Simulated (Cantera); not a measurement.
An adiabatic, constant-volume homogeneous reactor starts with 11.7 % CH4, 18.0 % O2, 67.4 % N2, 2.92 % CO2, at 1625 K and 9.00 bar.

Detailed kinetics in Cantera: GRI-Mech 3.0 (53 species, 325 reactions). Above 3000 K some thermodynamic fits are extrapolated.

### Question
Predict: time of steepest temperature rise; temperature at 3.00 s; equilibrium temperature; x(O2) at 3.00 s; x(CO2) at 3.00 s; x(HCO) at 3.00 s; x(NO) at 3.00 s; x(HCN) at 3.00 s; x(O) at 3.00 s.

### Answer
```
Property                                                            Result
---------------------------------  ---------------------------------------
time of steepest temperature rise                                  71.3 µs
temperature at 3.00 s                                               3116 K
equilibrium temperature                                             3116 K
x(O2) at 3.00 s                    0.00470 (gas-phase equilibrium 0.00470)
x(CO2) at 3.00 s                     0.0501 (gas-phase equilibrium 0.0501)
x(HCO) at 3.00 s                   1.08e-6 (gas-phase equilibrium 1.08e-6)
x(NO) at 3.00 s                    0.00729 (gas-phase equilibrium 0.00729)
x(HCN) at 3.00 s                   1.10e-7 (gas-phase equilibrium 1.10e-7)
x(O) at 3.00 s                     0.00266 (gas-phase equilibrium 0.00266)
```
